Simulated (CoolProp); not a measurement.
Values from CoolProp's reference Helmholtz-energy equation of state, Gao 2022.

Problem. Give the vapour pressure (kPa), vapour density (kg/m³), enthalpy of vaporisation (kJ/kg), liquid cp (kJ/(kg K)) of saturated n-perfluorohexane at 340.5, 377.9, 405.9 K.

Solution. 
| T (K) | p (kPa) | vapour density (kg/m³) | enthalpy of vaporisation (kJ/kg) | liquid cp (kJ/(kg K)) |
|---|---|---|---|---|
| 340.5 | 141 | 18.4 | 81.5 | 1.12 |
| 377.9 | 400 | 52.0 | 68.9 | 1.19 |
| 405.9 | 757 | 106 | 56.5 | 1.28 |
